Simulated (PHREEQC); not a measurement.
Acid mine or pickling water: an equilibrium model

Model water analysis in mg/L, 25 °C, pH 3.22, pe 8.4: Na 424; K 19.8; Ca 127; Mg 131; Cl 67.4; S(6) as SO4 1800; Fe(3) 26.3; B 0.0754; Cu(2) 1.33; Al 0.256; F 1.22.

Valence states are taken as typed.

All values are PHREEQC results (ion-association model, wateq4f.dat), not measurements.

No solid was allowed to form.

Question: Estimate the ionic strength.

Answer: ionic strength 0.0496 mol/kgw.

Question: In which forms is Mg present?

Answer: Mg+2 58 %, MgSO4 42 % of the Mg.

Saturation is exceeded, for instance for Jarosite-K, Jarosite-Na; the values hold only as long as no solid forms. Complexes and solids missing from the database can't appear. Real BF4- forms and hydrolyses slowly; the run takes it at equilibrium. Fluoro complexes past AlF4- and FeF3 are missing from the database.
